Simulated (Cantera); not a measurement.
An isothermal, constant-pressure homogeneous reactor starts with C₂H₆ : N₂ = 1 : 150 (molar parts), at 1450 K and 0.0210 bar.

Detailed kinetics in Cantera: GRI-Mech 3.0 (53 species, 325 reactions). GRI-Mech 3.0 stops at C3 and has no aromatics, soot or wall deposition, so with more carbon than oxygen in the feed, carbon stays in small species such as C2H2 where larger ones or solid carbon would form. Radical loss at walls, strong at low pressure, is not modelled.

Problem. Predict: x(C₂H₆) at 50.0 s; x(CH₄) at 50.0 s; x(C₂H) at 50.0 s; x(H₂) at 50.0 s; x(HCN) at 50.0 s.

Solution. 
```
Item                                                  Value
-----------------  ----------------------------------------
x(C₂H₆) at 50.0 s    4.45e-8 (gas-phase equilibrium <1e-12)
x(CH₄) at 50.0 s   0.000611 (gas-phase equilibrium 1.17e-6)
x(C₂H) at 50.0 s   4.16e-9 (gas-phase equilibrium 5.02e-10)
x(H₂) at 50.0 s       0.0122 (gas-phase equilibrium 0.0131)
x(HCN) at 50.0 s     3.58e-6 (gas-phase equilibrium 0.0118)
```
